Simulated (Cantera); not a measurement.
Feed: 1 mol B₂O₃, 8.3 mol O₂, 53 mol N₂, held at 1550 K and 0.518 Torr.

Method: chemical equilibrium by Gibbs-energy minimisation in Cantera with the NASA 1993 tables (ideal gas, pure condensed phases). Candidate condensed phases: B, BN, B₂O₃; 17 gas species. Kinetics and transport are ignored.

Base state: N₂ 0.850, O₂ 0.132, B₂O₃ 0.0153, BO₂ 0.00153, NO 0.00128, O 0.000108 (mole fractions); condensed: gas only.

**Question.** What changes in the equilibrium state with this change: temperature from 1550 K to 923 K?

**Answer.** 
```tsv
species	before	after
N₂	0.850	0.865
O₂	0.132	0.135
NO	0.00128	1.05e-5
B₂O₃	0.0153	<1e-9
BO₂	0.00153	<1e-9
O	0.000108	<1e-9
B₂O₃(l), mol	0	1.00
```
